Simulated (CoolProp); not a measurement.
R152A at 293.15 K and 0.265 MPa flows at 0.56 m/s in a round tube of 1 mm bore and 1.5 µm roughness, fully developed (64/Re and Nu = 3.66 if laminar; Colebrook and Gnielinski if turbulent). Each further row changes one setting.

Values from CoolProp's reference Helmholtz-energy equation of state, Outcalt 1996. It is a modified Benedict-Webb-Rubin equation, recast in Helmholtz form.

```json
[
 {"case": "as stated", "Reynolds number": "391", "Darcy friction factor": "0.164", "pressure drop (Pa/m)": "196", "heat-transfer coefficient (W/(m² K))": "50.7", "mass flow (kg/h)": "(withheld)"},
 {"case": "velocity 1.12 m/s", "Reynolds number": "783", "Darcy friction factor": "0.0818", "pressure drop (Pa/m)": "(withheld)", "heat-transfer coefficient (W/(m² K))": "50.7", "mass flow (kg/h)": "0.0242"},
 {"case": "diameter 2 mm", "Reynolds number": "783", "Darcy friction factor": "0.0818", "pressure drop (Pa/m)": "(withheld)", "heat-transfer coefficient (W/(m² K))": "(withheld)", "mass flow (kg/h)": "(withheld)"}
]
```

### Question
Complete the blanks.

### Answer

- as stated, mass flow (kg/h): 0.0121
- velocity 1.12 m/s, pressure drop (Pa/m): 393
- diameter 2 mm, pressure drop (Pa/m): 49.1
- diameter 2 mm, heat-transfer coefficient (W/(m² K)): 25.3
- diameter 2 mm, mass flow (kg/h): 0.0485

Viscosity comes from a separate model (Bell 2016), an estimate that may be off by 10 % or more. Thermal conductivity comes from a separate model (Krauss 1996).
